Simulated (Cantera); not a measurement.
A closed system holds: 1 mol SiHCl3, 0.24 mol HCl, 49 mol H2, equilibrated at 383 Torr.

Method: chemical equilibrium by Gibbs-energy minimisation in Cantera with the NASA 1993 tables (ideal gas, pure condensed phases). Candidate condensed phases: Si; 19 gas species. The tables' values for SiCl, SiCl3 are old estimates; treat these amounts as uncertain. Gases not in the tables: Si2H6 and higher silanes. Equilibrium is a limit: real reactors are often held back by kinetics, nucleation or transport.

log p: log10 of the partial pressure in bar; n: condensed amount in mol.

| T (K) | log p H2 | log p HCl | log p H | log p SiCl2 | log p Si | log p SiCl | log p SiH | n Si(l) |
|---|---|---|---|---|---|---|---|---|
| 1973 | -0.32 | -1.60 | -3.03 | -2.48 | -4.50 | -4.41 | -4.80 | 0.649 |
| 2023 | -0.32 | -1.59 | (withheld) | -2.50 | (withheld) | -4.25 | (withheld) | 0.656 |
| 2073 | -0.32 | -1.59 | -2.74 | -2.51 | -4.00 | -4.10 | -4.40 | 0.659 |
| 2123 | -0.32 | -1.59 | -2.61 | -2.53 | -3.77 | -3.96 | -4.22 | 0.656 |
| 2173 | -0.32 | -1.58 | -2.48 | -2.55 | -3.55 | -3.83 | -4.04 | 0.646 |
| 2223 | -0.32 | -1.58 | -2.35 | -2.56 | -3.34 | -3.70 | -3.87 | 0.625 |
| 2273 | -0.32 | -1.58 | (withheld) | -2.58 | (withheld) | -3.58 | (withheld) | 0.591 |
| 2323 | -0.33 | -1.58 | -2.13 | -2.60 | -2.94 | -3.47 | -3.56 | 0.536 |
| 2373 | -0.33 | -1.58 | -2.02 | -2.62 | -2.76 | -3.36 | -3.41 | 0.454 |

Q: Some entries are withheld; supply them.

A: 
- 2273, log p H: -2.24
- 2273, log p Si: -3.14
- 2273, log p SiH: -3.71
- 2023, log p H: -2.88
- 2023, log p Si: -4.24
- 2023, log p SiH: -4.60
